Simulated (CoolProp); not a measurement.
Vapour pressure (bar) of hydrogen chloride: the reference equation beside estimates from Tc = 51.5 °C, pc = 83.14 bar, ω = 0.130. Clausius-Clapeyron is anchored at -21.35 °C with a constant enthalpy of vaporisation of 12.97 kJ/mol.

The numbers come from the reference Helmholtz-energy equation of state, Thol 2018 in CoolProp.

```csv
T (°C),reference,Lee-Kesler,Clausius-Clapeyron,van der Waals,Redlich-Kwong,Soave-Redlich-Kwong,Peng-Robinson
-61.95,3.205,3.153,4.307,11.34,(withheld),3.152,3.178
-51.75,4.915,4.888,6.054,14.56,5.805,4.885,4.894
-41.65,7.216,(withheld),8.234,18.29,8.475,(withheld),7.212
-31.55,10.25,10.32,10.91,22.60,11.93,(withheld),10.27
-21.35,14.18,14.33,14.18,27.56,16.32,14.39,14.26
-11.25,19.08,19.30,18.01,33.11,21.68,19.44,19.24
-1.05,25.19,25.48,22.51,39.38,(withheld),25.74,25.46
9.05,32.57,32.91,27.64,46.27,35.86,33.31,32.97
19.25,41.55,41.90,33.52,53.94,44.90,42.46,42.07
29.35,52.17,(withheld),40.06,62.25,55.23,53.16,52.78
```

Q: Complete the blanks.

A: 
- -61.95, Redlich-Kwong: 3.790
- -41.65, Lee-Kesler: 7.232
- -41.65, Soave-Redlich-Kwong: 7.233
- -31.55, Soave-Redlich-Kwong: 10.34
- -1.05, Redlich-Kwong: 28.20
- 29.35, Lee-Kesler: 52.51

Absolute difference from the reference over all 10 rows, mean and median: Lee-Kesler 0.9 and 0.9 %, Clausius-Clapeyron 15.2 and 14.6 %, van der Waals 103.9 and 83.9 %, Redlich-Kwong 13.5 and 14.4 %, Soave-Redlich-Kwong 1.5 and 1.8 %, Peng-Robinson 0.8 and 0.8 %.
